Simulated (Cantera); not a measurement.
Charge: 1 mol CH3OH, 0.021 mol NH3, 0.53 mol N2, 0.38 mol H2, at 800 °C and 10.0 mbar.

These are equilibrium values from Cantera (NASA tables, ideal gas, pure condensed phases), not measurements of a reactor. Candidate condensed phases: C, C6H6, C7H8, C8H18, H2O; 136 gas species. Equilibrium is a limit: real reactors are often held back by kinetics, nucleation or transport.

Base state: H2 0.610, CO 0.253, N2 0.137, H2O 0.000200, CH4 0.000171, CO2 8.97e-5 (mole fractions); condensed: C(graphite).

Q: What changes in the equilibrium state with this change: CH3OH replaced by C?

A: 
```csv
species,before,after
N2,0.137,0.568
H2,0.610,0.432
CH4,0.000171,8.57e-5
CO,0.253,0
H2O,0.000200,0
CO2,8.97e-5,0
"C(graphite), mol",0.000453,1.000
```
